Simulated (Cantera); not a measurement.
Charge: 1 mol Al, 0.59 mol HCl, 44 mol H2, at 68.0 Pa.

Cantera equilibrium calculation (NASA polynomials, part measured and part estimated; ideal gas, pure solids and liquids). Candidate condensed phases: Al, AlCl3; 12 gas species. Rates play no part.

Q: What share of the Al ends up in condensed phases as a function of T (K), at 648, 798, 948, 1098, 1248, 1398, 1548, 1698, 1848, 1998?

A: 
```
T (K)  Al condensed (%)     as
-----  ----------------  -----
648                80.3  Al(s)
798                75.1  Al(s)
948                42.1  Al(l)
1098               41.0  Al(l)
1248               40.4  Al(l)
1398               25.9  Al(l)
1548                0.0      -
1698                0.0      -
1848                0.0      -
1998                0.0      -
```
